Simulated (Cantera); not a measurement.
Cantera run:

```python
import numpy as np
import cantera as ct

gas_names = """
    C CO CO2 C2 C2O C3 C3O2 C4 C5 Fe FeC5O5 FeO O O2 O3
""".split()
cond_names = """
    C(gr) Fe(a) Fe(c) Fe(d) Fe(L) FeC5O5(L) FeO(s) FeO(L) Fe2O3(s) Fe3O4(s)
""".split()


# ... load() reads the species with a 1 bar reference pressure and builds the phases ...
atoms = {
    'Fe3O4': {'Fe': 3, 'O': 4},
    'CO': {'C': 1, 'O': 1},
}
top_T = {'C(gr)': 4500, 'Fe2O3(s)': 1830, 'Fe3O4(s)': 1870}  # K; cautious upper limits of use, not melting points


# ... equilibrate(T, P, feed) seeds the gas with the atoms and calls Mixture.equilibrate('TP', solver="vcs", rtol=1e-11, max_steps=5000) ...
results = []
feed = {'Fe3O4': 1, 'CO': 14}  # mol
T = 2623  # K
for P in [10, 52, 270, 1400, 7200, 37000, 190000, 1000000]:
    mix = equilibrate(T, P, feed)
    results.append((T, P, feed, dict(zip(mix.species_names, mix.species_moles))))

top = {s: max(r[3][s] / sum(r[3][g] for g in gas_names) for r in results) for s in gas_names}
cols = sorted((s for s in top if top[s] > 0.001), key=lambda s: -top[s])[:6]
seen = [c for c in cond_names if any(r[3].get(c, 0) > 1e-12 for r in results)]
print("log10 of partial pressures in bar; condensed amounts in mol")
print(f"{'P/Pa':>10s}" + "".join(f"{s[:9]:>10s}" for s in cols + seen))
for T, P, feed, n in results:
    ng = sum(n[g] for g in gas_names)
    print(f"{P:10.4g}" + "".join(f"{np.log10(max(n[s] / ng * P / 1e5, 1e-99)):10.3f}" for s in cols)
          + "".join(f"{n.get(c, 0):10.4g}" for c in seen))
```

Result:

```
log10 of partial pressures in bar; condensed amounts in mol
      P/Pa        CO       CO2         O        Fe        O2       FeO    FeO(L)
        10    -4.175    -6.177    -4.754    -4.842    -6.332    -7.240         0
        52    -3.458    -4.847    -4.141    -4.117    -5.106    -5.902         0
       270    -2.748    -3.676    -3.680    -3.389    -4.183    -4.712         0
      1400    -2.048    -2.689    -3.393    -2.666    -3.609    -3.703         0
      7200    -1.351    -1.858    -3.260    -1.953    -3.344    -2.857         0
   3.7e+04    -0.543    -1.282    -3.491    -1.543    -3.807    -2.678     1.729
   1.9e+05     0.222    -0.744    -3.719    -1.315    -4.262    -2.678     2.618
     1e+06     0.962    -0.113    -3.827    -1.207    -4.478    -2.678      2.91
```

Cantera equilibrium calculation (NASA polynomials, part measured and part estimated; ideal gas, pure solids and liquids). The tables' stoichiometric FeO is somewhat more stable than real wüstite, so its field is too wide. FeO: taken at fixed stoichiometry.
